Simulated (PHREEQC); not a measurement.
0.14 g of hydrous ferric oxide (600 m²/g; 0.2 weak and 0.005 strong sites per Fe, Dzombak-Morel constants, diffuse double layer) in 1 kg of water with 0.005 mol/kgw of an inert sodium salt, at 25 °C; the pH is set by adding NaOH or the inert anion's acid. Oxygen is held at 0.21 atm. No CO2 enters from the air. Precipitation was switched off in this run.

The numbers come from PHREEQC with the ion-association model, wateq4f.dat.

### Question
Predict surface charge σ (C/m²), surface potential ψ (mV) at pH = 5.5, 6, 9.5, 11, 12.

### Answer
```tsv
pH	surface charge σ (C/m²)	surface potential ψ (mV)
5.5	0.060	137
6	0.038	114
9.5	-0.018	-77
11	-0.081	-148
12	-0.215	-172
```
